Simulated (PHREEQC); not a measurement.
Dissolve 71 mmol/kgw KOH, 6.5 mmol/kgw KCl and 0.0052 mmol/kgw H4SiO4 at 20 °C. Closed to the air; pH follows from the charge balance.

Computed with PHREEQC (ion-association model, phreeqc.dat).

| quantity | before | after |
|---|---|---|
| pH | 12.91 | 12.26 |
| H3SiO4- (mol/kgw) | 2.98e-6 | 9.20e-7 |
| H4SiO4 (mol/kgw) | 2.30e-9 | 3.59e-9 |
| SI of Quartz (SiO2) | -4.57 | -4.39 |

Q: Name the change that produced these shifts.
A. H4SiO4 replaced by K2SiO3 at the same molality
B. KCl left out
C. diluted 5-fold with water
D. diluted 100-fold with water
E. KOH left out

A: C, diluted 5-fold with water

Precipitation was switched off in this run.
